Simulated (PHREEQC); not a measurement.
# Acid rinse or clean: speciation

Consider water at 25 °C with 0.025 mol HF, 0.00022 mol NaCl and 0.014 mol KCl per kg of water. Closed to the air; pH follows from the charge balance.

All values are PHREEQC results (ion-association model, phreeqc.dat), not measurements.

```json
{
 "pH": "2.41",
 "ionic_strength": "0.0186 mol/kgw",
 "specific_conductance": "3520 µS/cm",
 "total_alkalinity": "-25.0 meq/kg"
}
```

| species | molality | activity | log γ |
|---|---|---|---|
| HF | 0.0203 | 0.0204 | 0.002 |
| Cl- | 0.0142 | 0.0124 | -0.059 |
| K+ | 0.0140 | 0.0122 | -0.060 |
| H+ | 0.00435 | 0.00388 | -0.050 |
| F- | 0.00403 | 0.00351 | -0.060 |
| HF2- | 0.000315 | 0.000275 | -0.058 |

Precipitation was switched off in this run.
